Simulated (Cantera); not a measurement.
Input (Python, Cantera) and output of one run.

```python
import numpy as np
import cantera as ct

gas_names = """
    AL ALCL ALCL2 ALCL3 ALN ALO ALOCL ALO2 AL2 AL2CL6 AL2O AL2O2 CL CLO CL2 N NO NO2 NO3 N2 N2O O O2 O3
""".split()
cond_names = """
    AL(cr) AL(L) ALCL3(s) ALCL3(L) ALN(s) AL2O3(a) AL2O3(L)
""".split()


# ... load() reads the species with a 1 bar reference pressure and builds the phases ...
atoms = {
    'AlCl3': {'AL': 1, 'CL': 3},
    'N2O': {'N': 2, 'O': 1},
    'N2': {'N': 2},
}
top_T = {'ALN(s)': 2750}  # K; cautious upper limits of use, not melting points


# ... equilibrate(T, P, feed) seeds the gas with the atoms and calls Mixture.equilibrate('TP', solver="vcs", rtol=1e-11, max_steps=5000) ...
results = []
feed = {'AlCl3': 1, 'N2O': 5.2, 'N2': 10}  # mol
P = 90  # Pa
for T in [1573, 1623, 1673, 1723, 1773, 1823, 1873, 1923, 1973, 2023, 2073, 2123]:
    mix = equilibrate(T, P, feed)
    results.append((T, P, feed, dict(zip(mix.species_names, mix.species_moles))))
    x = sorted(zip(gas.X, gas.species_names), reverse=True)
    print(f"T = {T:g} K  P = {P:g} Pa  gas = {mix.phase_moles(0):.4g} mol")
    print("   x: " + "  ".join(f"{s} {v:.3e}" for v, s in x if v > 1e-06))
    print("   condensed (mol): " + ("  ".join(f"{mix.phase(i).name} {mix.phase_moles(i):.4g}"
          for i in range(1, mix.n_phases) if mix.phase_moles(i) > 1e-12) or "none"))
```

It prints:

```
T = 1573 K  P = 90 Pa  gas = 20.01 mol
   x: N2 7.592e-01  CL 1.455e-01  O2 9.184e-02  CL2 2.186e-03  NO 1.116e-03  O 1.055e-04  CLO 2.976e-05  ALCL3 3.567e-06
   condensed (mol): AL2O3(a) 0.5
T = 1623 K  P = 90 Pa  gas = 20.03 mol
   x: N2 7.583e-01  CL 1.473e-01  O2 9.158e-02  NO 1.382e-03  CL2 1.236e-03  O 1.919e-04  CLO 2.842e-05  ALCL3 2.682e-06
   condensed (mol): AL2O3(a) 0.5
T = 1673 K  P = 90 Pa  gas = 20.04 mol
   x: N2 7.577e-01  CL 1.482e-01  O2 9.130e-02  NO 1.689e-03  CL2 7.154e-04  O 3.366e-04  CLO 2.707e-05  ALCL3 2.018e-06
   condensed (mol): AL2O3(a) 0.5
T = 1723 K  P = 90 Pa  gas = 20.05 mol
   x: N2 7.572e-01  CL 1.488e-01  O2 9.097e-02  NO 2.040e-03  O 5.716e-04  CL2 4.250e-04  CLO 2.578e-05  ALOCL 1.544e-06  ALCL3 1.529e-06
   condensed (mol): AL2O3(a) 0.5
T = 1773 K  P = 90 Pa  gas = 20.05 mol
   x: N2 7.567e-01  CL 1.490e-01  O2 9.055e-02  NO 2.437e-03  O 9.417e-04  CL2 2.592e-04  CLO 2.456e-05  ALOCL 3.068e-06  ALCL3 1.171e-06
   condensed (mol): AL2O3(a) 0.5
T = 1823 K  P = 90 Pa  gas = 20.06 mol
   x: N2 7.562e-01  CL 1.492e-01  O2 9.001e-02  NO 2.879e-03  O 1.509e-03  CL2 1.621e-04  CLO 2.342e-05  ALOCL 5.859e-06
   condensed (mol): AL2O3(a) 0.4999
T = 1873 K  P = 90 Pa  gas = 20.07 mol
   x: N2 7.556e-01  CL 1.492e-01  O2 8.930e-02  NO 3.368e-03  O 2.355e-03  CL2 1.037e-04  CLO 2.234e-05  ALOCL 1.079e-05
   condensed (mol): AL2O3(a) 0.4999
T = 1923 K  P = 90 Pa  gas = 20.08 mol
   x: N2 7.549e-01  CL 1.492e-01  O2 8.836e-02  NO 3.901e-03  O 3.586e-03  CL2 6.786e-05  CLO 2.132e-05  ALOCL 1.923e-05
   condensed (mol): AL2O3(a) 0.4998
T = 1973 K  P = 90 Pa  gas = 20.1 mol
   x: N2 7.539e-01  CL 1.491e-01  O2 8.712e-02  O 5.336e-03  NO 4.475e-03  CL2 4.530e-05  ALOCL 3.326e-05  CLO 2.034e-05
   condensed (mol): AL2O3(a) 0.4997
T = 2023 K  P = 90 Pa  gas = 20.13 mol
   x: N2 7.526e-01  CL 1.489e-01  O2 8.549e-02  O 7.765e-03  NO 5.084e-03  ALOCL 5.594e-05  CL2 3.081e-05  CLO 1.938e-05  ALCL 1.464e-06
   condensed (mol): AL2O3(a) 0.4994
T = 2073 K  P = 90 Pa  gas = 20.16 mol
   x: N2 7.511e-01  CL 1.486e-01  O2 8.339e-02  O 1.106e-02  NO 5.719e-03  ALOCL 9.174e-05  CL2 2.131e-05  CLO 1.843e-05  ALCL 3.672e-06
   condensed (mol): AL2O3(a) 0.499
T = 2123 K  P = 90 Pa  gas = 20.21 mol
   x: N2 7.491e-01  CL 1.483e-01  O2 8.070e-02  O 1.543e-02  NO 6.366e-03  ALOCL 1.470e-04  CLO 1.747e-05  CL2 1.497e-05  ALCL 8.861e-06  ALCL2 1.201e-06
   condensed (mol): AL2O3(a) 0.4984
```

Equilibrium computed with Cantera from the NASA thermochemical tables; the gas is ideal and each condensed phase is pure.
